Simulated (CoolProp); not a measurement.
Vapour-liquid equilibrium of toluene (1) + n-nonane (2) at 502.5 K; x and y are mole fractions of (1).

Values from CoolProp's multi-fluid Helmholtz-energy mixture model, Lemmon 2006 and Lemmon 2006; pair parameters Bell 2016.

Question: Give the bubble pressure and the first vapour's composition at x = 0.65, 0.8, 0.95. Is there an azeotrope?

Answer: x = 0.65: 1.016 MPa, y = 0.762; x = 0.8: 1.108 MPa, y = 0.867; x = 0.95: 1.196 MPa, y = 0.967. No azeotrope shows between x = 0.05 and 0.95.

The pair parameters rest on a limited set of measurements; away from them the model extrapolates.
